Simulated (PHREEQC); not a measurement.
Consider water at 25 °C with 0.0023 mol HNO3 and 8.3e-05 mol AlCl3 per kg of water. It is in equilibrium with CO2 at log p = -3.4 (atm). Otherwise closed; pH follows from the charge balance.

Equilibrium calculation in PHREEQC: ion-association model, wateq4f.dat.

```yaml
pH: 2.66
ionic_strength: 0.00280 mol/kgw
total_alkalinity: -2.30 meq/kg
```

| species | molality | activity | log γ |
|---|---|---|---|
| H+ | 0.00230 | 0.00218 | -0.023 |
| NO3- | 0.00230 | 0.00217 | -0.026 |
| Cl- | 0.000249 | 0.000235 | -0.025 |
| Al+3 | 8.27e-5 | 5.10e-5 | -0.210 |
| CO2 | 1.36e-5 | 1.36e-5 | 0.000 |
| AlOH+2 | 2.92e-7 | 2.32e-7 | -0.099 |
| HCO3- | 2.93e-9 | 2.76e-9 | -0.025 |

This is a speciation only: nothing precipitates in the calculation.
